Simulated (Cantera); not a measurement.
A Cantera script and its output.

```python
import numpy as np
import cantera as ct

gas = ct.Solution("h2o2.yaml")
gas.TPX = 373, 100000, {'H2': 1, 'O2': 0.217, 'N2': 0.817}
flame = ct.FreeFlame(gas, width=0.04)
flame.set_refine_criteria(ratio=3, slope=0.08, curve=0.16)
flame.transport_model = "mixture-averaged"
flame.solve(loglevel=0, auto=True)
flame.transport_model = "multicomponent"
flame.soret_enabled = False
flame.solve(loglevel=0, refine_grid=True)
z, T = flame.grid, flame.T
thick = (T[-1] - T[0]) / np.gradient(T, z).max()
show = ['H2', 'O2', 'O', 'HO2', 'H', 'H2O']
print(f"laminar burning velocity  {flame.velocity[0] * 100:.3f} cm/s")
print(f"burnt temperature         {T[-1]:.1f} K")
print(f"thermal thickness         {thick * 1e3:.4f} mm")
print(f"grid points               {len(z)}")
z0 = z[flame.heat_release_rate.argmax()]
print(f"{'z/mm':>9s}{'T/K':>9s}{'u/(m/s)':>9s}" + "".join(f"{s:>11s}" for s in show))
rows = []
for k in (-3, -2, -1.5, -1, -0.5, -0.25, 0, 0.25, 0.5, 1, 2, 4, 8):
    zz = z0 + k * thick
    rows.append([k * thick, np.interp(zz, z, T), np.interp(zz, z, flame.velocity),
                 *(np.interp(zz, z, flame.X[gas.species_index(s)]) for s in show)])
    print(f"{rows[-1][0] * 1e3:9.3f}{rows[-1][1]:9.1f}{rows[-1][2]:9.3f}" + "".join(f"{x:11.3e}" for x in rows[-1][3:]))
```

Output:

```
laminar burning velocity  384.197 cm/s
burnt temperature         2002.6 K
thermal thickness         0.3779 mm
grid points               130
     z/mm      T/K  u/(m/s)         H2         O2          O        HO2          H        H2O
   -1.134    373.0    3.842  4.916e-01  1.067e-01  1.416e-13  6.759e-13  1.819e-16  3.798e-12
   -0.756    373.0    3.842  4.916e-01  1.067e-01  1.123e-11  9.136e-11  1.463e-14  4.316e-10
   -0.567    373.0    3.842  4.916e-01  1.067e-01  2.153e-10  2.890e-09  3.372e-13  1.157e-08
   -0.378    373.2    3.844  4.916e-01  1.067e-01  5.823e-09  1.398e-07  7.336e-11  4.621e-07
   -0.189    412.9    4.224  4.871e-01  1.068e-01  5.180e-06  2.473e-04  4.212e-05  1.041e-03
   -0.094    714.2    7.132  4.556e-01  9.826e-02  1.829e-04  2.133e-04  5.535e-03  2.531e-02
    0.000   1101.3   10.702  3.825e-01  6.998e-02  1.411e-03  7.989e-05  3.052e-02  9.002e-02
    0.094   1365.6   13.107  3.051e-01  2.719e-02  2.036e-03  2.786e-05  5.924e-02  1.743e-01
    0.189   1490.8   14.238  2.743e-01  6.739e-03  1.029e-03  6.636e-06  6.830e-02  2.147e-01
    0.378   1596.1   15.155  2.708e-01  5.143e-04  4.248e-04  4.824e-07  6.227e-02  2.282e-01
    0.756   1695.5   15.992  2.791e-01  1.130e-04  2.933e-04  1.158e-07  4.921e-02  2.306e-01
    1.511   1790.1   16.770  2.879e-01  6.495e-05  1.801e-04  7.010e-08  3.580e-02  2.326e-01
    3.023   1869.9   17.411  2.954e-01  3.220e-05  9.116e-05  3.816e-08  2.410e-02  2.345e-01
```

Model: the H2/O2 subset of GRI-Mech 3.0, which has no nitrogen chemistry, integrated in Cantera. Burning velocities carry a grid error of a few per cent, more on coarse grids.
